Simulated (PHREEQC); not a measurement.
Solution (91 °C): 18 mmol/kgw H2SiF6. Closed to the air; pH follows from the charge balance.

Equilibrium calculation in PHREEQC: ion-association model, wateq4f.dat.

This is a speciation only: nothing precipitates in the calculation.

Estimate the pH, ionic strength.

pH 1.67; ionic strength 0.0375 mol/kgw.

In which forms is Si present?

SiF6-2 69 %, H4SiO4 31 % of the Si.

The solution is supersaturated, for example in Quartz (slow to form), Chalcedony (slow to form), so a real one may precipitate; this is no full list. Away from 25 °C the constants follow the database's enthalpies or fits; those with neither stay at their 25 °C values. SiF6-2 is the database's only silicon fluoride.
